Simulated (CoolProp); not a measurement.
Properties of hexamethyldisiloxane (MM) along the isotherm 346.85 °C (Tc = 245.6 °C, pc = 1931 kPa, ω = 0.418).

Values from CoolProp's reference Helmholtz-energy equation of state, Thol 2016.

```json
[
 {"p (kPa)": "371", "phase": "gas", "Z": "0.9639", "cv (kJ/(kg K))": "2.221", "Joule-Thomson coefficient (K/MPa)": "5.474", "expansivity (1/kK)": "1.857"},
 {"p (kPa)": "743", "phase": "gas", "Z": "0.9271", "cv (kJ/(kg K))": "2.225", "Joule-Thomson coefficient (K/MPa)": "5.706", "expansivity (1/kK)": "2.148"},
 {"p (kPa)": "1110", "phase": "gas", "Z": "0.8908", "cv (kJ/(kg K))": "2.230", "Joule-Thomson coefficient (K/MPa)": "5.922", "expansivity (1/kK)": "2.485"},
 {"p (kPa)": "1490", "phase": "gas", "Z": "0.8535", "cv (kJ/(kg K))": "2.235", "Joule-Thomson coefficient (K/MPa)": "6.120", "expansivity (1/kK)": "2.891"},
 {"p (kPa)": "1860", "phase": "gas", "Z": "0.8181", "cv (kJ/(kg K))": "2.241", "Joule-Thomson coefficient (K/MPa)": "6.279", "expansivity (1/kK)": "3.346"},
 {"p (kPa)": "2230", "phase": "supercritical", "Z": "0.7840", "cv (kJ/(kg K))": "2.247", "Joule-Thomson coefficient (K/MPa)": "6.399", "expansivity (1/kK)": "3.860"},
 {"p (kPa)": "2600", "phase": "supercritical", "Z": "0.7512", "cv (kJ/(kg K))": "2.254", "Joule-Thomson coefficient (K/MPa)": "6.478", "expansivity (1/kK)": "4.435"},
 {"p (kPa)": "2970", "phase": "supercritical", "Z": "0.7199", "cv (kJ/(kg K))": "2.261", "Joule-Thomson coefficient (K/MPa)": "6.504", "expansivity (1/kK)": "5.065"},
 {"p (kPa)": "3340", "phase": "supercritical", "Z": "0.6904", "cv (kJ/(kg K))": "2.267", "Joule-Thomson coefficient (K/MPa)": "6.454", "expansivity (1/kK)": "5.724"},
 {"p (kPa)": "3710", "phase": "supercritical", "Z": "0.6632", "cv (kJ/(kg K))": "2.273", "Joule-Thomson coefficient (K/MPa)": "6.295", "expansivity (1/kK)": "6.360"},
 {"p (kPa)": "4090", "phase": "supercritical", "Z": "0.6387", "cv (kJ/(kg K))": "2.278", "Joule-Thomson coefficient (K/MPa)": "5.987", "expansivity (1/kK)": "6.896"},
 {"p (kPa)": "4460", "phase": "supercritical", "Z": "0.6193", "cv (kJ/(kg K))": "2.281", "Joule-Thomson coefficient (K/MPa)": "5.532", "expansivity (1/kK)": "7.192"},
 {"p (kPa)": "4830", "phase": "supercritical", "Z": "0.6056", "cv (kJ/(kg K))": "2.282", "Joule-Thomson coefficient (K/MPa)": "4.947", "expansivity (1/kK)": "7.192"}
]
```
